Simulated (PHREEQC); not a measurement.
## Nickel, zinc or cadmium bath (model solution)

A solution holds 4.2 mmol/kgw CdCl2 and 93 mmol/kgw Na2SO4, at 70 °C. It is in equilibrium with CO2 at log p = -2 (atm). Otherwise closed; pH follows from the charge balance.

The numbers come from PHREEQC with the ion-association model, phreeqc.dat.

```yaml
pH: 5.46
ionic_strength: 0.243 mol/kgw
specific_conductance: 30200 µS/cm
density: 0.990 g/cm³
```

| species | molality | activity | log γ |
|---|---|---|---|
| Na+ | 0.167 | 0.120 | -0.144 |
| SO4-2 | 0.0705 | 0.0173 | -0.611 |
| NaSO4- | 0.0186 | 0.0133 | -0.145 |
| Cl- | 0.00814 | 0.00554 | -0.168 |
| CdSO4 | 0.00178 | 0.00188 | 0.024 |
| Cd+2 | 0.00112 | 0.000297 | -0.574 |
| Cd(SO4)2-2 | 0.00105 | 0.000280 | -0.574 |
| CdCl+ | 0.000249 | 0.000179 | -0.144 |

This is a speciation only: nothing precipitates in the calculation. Constants without temperature data keep their 25 °C values here.
